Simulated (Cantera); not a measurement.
A closed system holds: 1 mol C₂H₄, 1.3 mol H₂O, 0.34 mol N₂, equilibrated at 2725 K and 340 Pa.

These are equilibrium values from Cantera (NASA tables, ideal gas, pure condensed phases), not measurements of a reactor. Candidate condensed phases: C, C₆H₆, C₇H₈, C₈H₁₈, H₂O; 136 gas species. Rates play no part.

Base state: H 0.509, H₂ 0.226, CO 0.194, N₂ 0.0431, HCN 0.0117, C₂H₂ (acetylene) 0.00583, C₃ 0.00359, CN 0.00204 (mole fractions); condensed: C(graphite).

**Question.** What changes in the equilibrium state with this change: pressure from 340 Pa to 41.0 Pa?

**Answer.** 
| species | before | after |
|---|---|---|
| H | 0.509 | 0.707 |
| CO | 0.194 | 0.162 |
| H₂ | 0.226 | 0.0526 |
| C₃ | 0.00359 | 0.0202 |
| HCN | 0.0117 | 0.00461 |
| N₂ | 0.0431 | 0.0372 |
| C | 0.000834 | 0.00607 |
| C₄H₂ | 6.24e-5 | 8.65e-6 |
| C(graphite), mol | 0.414 | 0 |
